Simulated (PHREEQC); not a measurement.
2.3 g of hydrous ferric oxide (600 m²/g; 0.2 weak and 0.005 strong sites per Fe, Dzombak-Morel constants, diffuse double layer) in 1 kg of water with 0.01 mol/kgw of an inert sodium salt and 7.3e-06 mol/kgw ZnSO4, at 25 °C; the pH is set by adding NaOH or the inert anion's acid. Oxygen is held at 0.21 atm. The system is closed to CO2. No solid was allowed to form.

Base run: PHREEQC, ion-association model, wateq4f.dat. Each further column changes one thing. The table gives S sorbed (%).

```json
[
 {"pH": "3", "base": "100.0", "no electrostatic term (-no_edl)": "0.9", "background salt from 0.01 to 0.001 mol/kgw": "100.0", "oxide from 2.3 to 12 g/kgw": "100.0", "0.00083 mol/kgw CaCl2 added": "100.0"},
 {"pH": "3.5", "base": "100.0", "no electrostatic term (-no_edl)": "1.0", "background salt from 0.01 to 0.001 mol/kgw": "100.0", "oxide from 2.3 to 12 g/kgw": "100.0", "0.00083 mol/kgw CaCl2 added": "100.0"},
 {"pH": "4", "base": "100.0", "no electrostatic term (-no_edl)": "1.0", "background salt from 0.01 to 0.001 mol/kgw": "100.0", "oxide from 2.3 to 12 g/kgw": "100.0", "0.00083 mol/kgw CaCl2 added": "100.0"},
 {"pH": "5", "base": "100.0", "no electrostatic term (-no_edl)": "1.0", "background salt from 0.01 to 0.001 mol/kgw": "100.0", "oxide from 2.3 to 12 g/kgw": "100.0", "0.00083 mol/kgw CaCl2 added": "99.9"},
 {"pH": "5.5", "base": "99.8", "no electrostatic term (-no_edl)": "1.0", "background salt from 0.01 to 0.001 mol/kgw": "99.9", "oxide from 2.3 to 12 g/kgw": "100.0", "0.00083 mol/kgw CaCl2 added": "99.7"},
 {"pH": "6", "base": "98.9", "no electrostatic term (-no_edl)": "1.0", "background salt from 0.01 to 0.001 mol/kgw": "(withheld)", "oxide from 2.3 to 12 g/kgw": "99.8", "0.00083 mol/kgw CaCl2 added": "98.7"},
 {"pH": "6.5", "base": "93.3", "no electrostatic term (-no_edl)": "1.1", "background salt from 0.01 to 0.001 mol/kgw": "96.6", "oxide from 2.3 to 12 g/kgw": "98.6", "0.00083 mol/kgw CaCl2 added": "(withheld)"},
 {"pH": "7", "base": "65.5", "no electrostatic term (-no_edl)": "1.3", "background salt from 0.01 to 0.001 mol/kgw": "(withheld)", "oxide from 2.3 to 12 g/kgw": "90.7", "0.00083 mol/kgw CaCl2 added": "64.2"},
 {"pH": "8", "base": "2.7", "no electrostatic term (-no_edl)": "1.7", "background salt from 0.01 to 0.001 mol/kgw": "(withheld)", "oxide from 2.3 to 12 g/kgw": "12.5", "0.00083 mol/kgw CaCl2 added": "4.0"},
 {"pH": "8.5", "base": "0.3", "no electrostatic term (-no_edl)": "1.4", "background salt from 0.01 to 0.001 mol/kgw": "0.4", "oxide from 2.3 to 12 g/kgw": "1.6", "0.00083 mol/kgw CaCl2 added": "0.8"},
 {"pH": "9", "base": "0.0", "no electrostatic term (-no_edl)": "0.9", "background salt from 0.01 to 0.001 mol/kgw": "0.0", "oxide from 2.3 to 12 g/kgw": "0.2", "0.00083 mol/kgw CaCl2 added": "0.1"}
]
```

Fill in the missing entries.


- 6, background salt from 0.01 to 0.001 mol/kgw: 99.6
- 6.5, 0.00083 mol/kgw CaCl2 added: 92.3
- 7, background salt from 0.01 to 0.001 mol/kgw: 76.6
- 8, background salt from 0.01 to 0.001 mol/kgw: 3.6

The oxide is taken as insoluble; below pH 4 it would dissolve.
